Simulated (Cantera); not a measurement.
**Ignition delay**

Mixture: CH3OH : O2 : N2 = 1 : 2.08 : 7.83 (molar parts), at 760 Torr, adiabatic and at constant pressure. Ignition delay is the time to a rise of 400 K.

Computed with Cantera and GRI-Mech 3.0 (53 species, 325 reactions). GRI-Mech 3.0 was tuned for natural gas; its chemistry of methanol as a main component is partial and can be far from experiment.

```json
[
 {"T0 (K)": "1100", "delay (ms)": "61.7"},
 {"T0 (K)": "1150", "delay (ms)": "24.0"},
 {"T0 (K)": "1200", "delay (ms)": "10.2"},
 {"T0 (K)": "1250", "delay (ms)": "4.67"},
 {"T0 (K)": "1300", "delay (ms)": "2.30"},
 {"T0 (K)": "1350", "delay (ms)": "1.21"},
 {"T0 (K)": "1400", "delay (ms)": "0.679"},
 {"T0 (K)": "1450", "delay (ms)": "0.402"},
 {"T0 (K)": "1500", "delay (ms)": "0.250"}
]
```

```
Item                                                     Value
--------------------------------------------------  ----------
apparent activation energy between 1400 and 1500 K  170 kJ/mol
```
